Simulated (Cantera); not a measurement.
Oxide etching and cleaning by halides: SiO₂ + NF₃ + H₂

Feed: 1 mol SiO₂, 0.96 mol NF₃, 2 mol H₂, equilibrated at 0.00133 bar.

Equilibrium computed with Cantera from the NASA thermochemical tables; the gas is ideal and each condensed phase is pure. Candidate condensed phases: H₂O, Si, SiO₂, Si₂N₂O, Si₃N₄; 58 gas species. The tables' values for SiF₃, SiF₂ are old estimates; treat these amounts as uncertain. The tables hold silica as quartz up to 1696 K and as liquid above; real silica turns to tridymite and cristobalite and melts near 1996 K. Equilibrium is a limit: real reactors are often held back by kinetics, nucleation or transport.

From 1177 °C to 1402 °C the condensed part is SiO₂(β-quartz). From 1427 °C to 1502 °C the condensed part is SiO₂(condensed). The main Si-bearing gas is SiF₄ throughout. The share of Si in condensed phases is highest at 1427 °C (95.1 %) and lowest at 1177 °C (93.2 %).

| T (°C) | log p HF | log p H₂ | log p N₂ | log p H₂O | log p SiF₄ | log p SiO | n SiO₂(β-quartz) | n SiO₂(condensed) |
|---|---|---|---|---|---|---|---|---|
| 1177 | -3.04 | -3.71 | -3.78 | -4.33 | -4.63 | -8.80 | 0.932 | 0 |
| 1202 | -3.04 | -3.71 | -3.78 | -4.35 | -4.65 | -8.45 | 0.935 | 0 |
| 1227 | -3.04 | -3.71 | -3.78 | -4.37 | -4.67 | -8.11 | 0.938 | 0 |
| 1252 | -3.04 | -3.71 | -3.78 | -4.38 | -4.69 | -7.79 | 0.940 | 0 |
| 1277 | -3.04 | -3.71 | -3.78 | -4.40 | -4.71 | -7.47 | 0.943 | 0 |
| 1302 | -3.04 | -3.72 | -3.78 | -4.42 | -4.73 | -7.17 | 0.945 | 0 |
| 1327 | -3.04 | -3.72 | -3.78 | -4.44 | -4.75 | -6.87 | 0.947 | 0 |
| 1352 | -3.04 | -3.72 | -3.78 | -4.45 | -4.77 | -6.58 | 0.948 | 0 |
| 1377 | -3.03 | -3.72 | -3.78 | -4.47 | -4.79 | -6.31 | 0.950 | 0 |
| 1402 | -3.03 | -3.72 | -3.78 | -4.48 | -4.81 | -6.04 | 0.950 | 0 |
| 1427 | -3.03 | -3.72 | -3.78 | -4.49 | -4.84 | -5.79 | 0 | 0.951 |
| 1452 | -3.03 | -3.73 | -3.78 | -4.50 | -4.87 | -5.55 | 0 | 0.950 |
| 1477 | -3.03 | -3.73 | -3.79 | -4.50 | -4.91 | -5.33 | 0 | 0.947 |
| 1502 | -3.03 | -3.74 | -3.79 | -4.50 | -4.96 | -5.12 | 0 | 0.942 |
log p: log10 of the partial pressure in bar; n: condensed amount in mol.
